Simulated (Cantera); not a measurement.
Charge: 1 mol MgSO4, 0.21 mol H2, 0.64 mol O2, equilibrated at 1900 °C and 3.30 bar.

Equilibrium computed with Cantera from the NASA thermochemical tables; the gas is ideal and each condensed phase is pure. Candidate condensed phases: H2O, H2SO4, Mg, MgO, Mg(OH)2, MgS, MgSO4, S; 26 gas species. Equilibrium is a limit: real reactors are often held back by kinetics, nucleation or transport.

Base state: O2 0.459, SO2 0.443, H2O 0.0915, OH 0.00385, SO3 0.00196, O 0.000847, SO 0.000226, H2 7.15e-5 (mole fractions); condensed: MgO(s).

Q: What changes in the equilibrium state with this change: H2 from 0.21 to 1.4 mol?

A: 
```
species        before     after
-----------  --------  --------
H2O            0.0915     0.488
SO2             0.443     0.350
O2              0.459     0.153
Mg(OH)2       1.28e-5   6.84e-5
H2            7.15e-5  0.000661
H             2.25e-5   6.83e-5
SO3           0.00196  0.000894
OH            0.00385   0.00675
O            0.000847  0.000489
MgO(s), mol     1.000     1.000
```

Q: What changes in the equilibrium state with this change: temperature from 1900 °C to 227 °C?

A: 
```tsv
species	before	after
O2	0.459	0.718
H2O	0.0915	0.282
SO2	0.443	<1e-9
Mg(OH)2	1.28e-5	<1e-9
OH	0.00385	<1e-9
SO3	0.00196	<1e-9
O	0.000847	<1e-9
MgO(s), mol	1.000	0
MgSO4(s), mol	0	1.00
```

Q: What changes in the equilibrium state with this change: temperature from 1900 °C to 727 °C?

A: 
```
species          before    after
-------------  --------  -------
O2                0.459    0.718
H2O              0.0915    0.282
SO3             0.00196  1.54e-6
SO2               0.443  5.56e-7
Mg(OH)2         1.28e-5    <1e-9
O              0.000847    <1e-9
SO             0.000226    <1e-9
H2              7.15e-5    <1e-9
MgO(s), mol       1.000        0
MgSO4(s), mol         0    1.000
```
